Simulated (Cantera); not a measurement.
Input: 1 mol (CH3)2SiCl2, 0.21 mol C3H8, 1100 mol H2, at 2473.15 K and 0.0260 bar.

Cantera equilibrium calculation (NASA polynomials, part measured and part estimated; ideal gas, pure solids and liquids). Candidate condensed phases: C, C6H6, C7H8, C8H18, Si, SiC; 109 gas species. The feed counts by its element totals alone. Kinetics and transport are ignored.

Base state: H2 0.867, H 0.129, HCl 0.00153, C2H2 (acetylene) 0.00107, Si 0.000782, Cl 0.000161, SiH 3.24e-5, SiC2 2.40e-5 (mole fractions); condensed: gas only.

**Question.** What changes in the equilibrium state with this change: C3H8 from 0.21 to 0.0078 mol?

**Answer.** 
```csv
species,before,after
H2,0.867,0.868
H,0.129,0.129
HCl,0.00153,0.00153
C2H2 (acetylene),0.00107,0.000824
Si,0.000782,0.000788
C2H,1.08e-5,8.30e-6
SiC2,2.40e-5,1.86e-5
```

**Question.** What changes in the equilibrium state with this change: (CH3)2SiCl2 replaced by CH3SiH3?

**Answer.** 
```csv
species,before,after
H2,0.867,0.869
H,0.129,0.129
Si,0.000782,0.000793
HCl,0.00153,0
C2H2 (acetylene),0.00107,0.000664
Cl,0.000161,0
C2H,1.08e-5,6.68e-6
```
